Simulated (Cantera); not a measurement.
# Ignition delay

Mixture: CO : H2 : O2 : N2 = 1 : 0.073 : 0.639 : 4.22 (molar parts), at 8.50 bar, adiabatic and at constant pressure. Ignition delay is the time to a rise of 400 K.

Model: GRI-Mech 3.0 (53 species, 325 reactions), integrated in Cantera. The hydrogen kinetics of GRI-Mech 3.0 are dated; newer H2 mechanisms differ, most at raised pressure. Where the delays flatten at high temperature, the 400 K rule measures the pace of heat release, not the induction time.

| T0 (K) | delay (ms) |
|---|---|
| 1300 | 0.0307 |
| 1350 | 0.0228 |
| 1400 | 0.0183 |
| 1450 | 0.0154 |
| 1500 | 0.0135 |
| 1550 | 0.0121 |
| 1600 | 0.0111 |
| 1650 | 0.0104 |
| 1700 | 0.00984 |
